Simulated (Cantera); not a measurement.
A closed system holds: 1 mol SO₂, 1.7 mol H₂, equilibrated at 2098.15 K and 1 atm.

These are equilibrium values from Cantera (NASA tables, ideal gas, pure condensed phases), not measurements of a reactor. Candidate condensed phases: H₂O, H₂SO₄, S; 19 gas species. Kinetics and transport are ignored.

**Question.** What is the equilibrium state?

**Answer.** 
```
Property                            Result
-------------------------------  ---------
x(H₂O)                               0.510
x(H₂)                                0.171
x(SO₂)                               0.148
x(S₂)                               0.0988
x(SO)                               0.0294
x(H₂S)                              0.0248
x(SH)                               0.0114
x(S₂O)                             0.00309
x(S)                               0.00183
gas amount                       2.386 mol
log10 activity of S(l) (absent)      -2.13
```
